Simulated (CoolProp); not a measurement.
R115 along the isotherm 358.5 K: density (kg/m³) from the reference equation and from simpler models built on Tc = 353.1 K, pc = 3.129 MPa, ω = 0.248; each cubic takes its own stable root.

Computed with CoolProp (reference Helmholtz-energy equation of state, Lemmon 2016).

```
p (MPa)          phase  reference
-------  -------------  ---------
0.0148             gas     0.7681
0.0305             gas      1.585
0.0626             gas      3.264
0.129              gas      6.772
0.264              gas      14.06
0.542              gas      29.76
1.11               gas      65.50
2.29               gas      168.4
4.69     supercritical      939.4
```

Task: How far does each simpler model (ideal gas, Redlich-Kwong) lie from the reference over these 9 states: mean and median of the absolute difference, and the worst?

Result: 
- ideal gas: mean 14.0 %, median 2.7 %, worst -74.1 % at 358.5 K and 4.69 MPa
- Redlich-Kwong: mean 1.7 %, median 0.1 %, worst -14.0 % at 358.5 K and 4.69 MPa
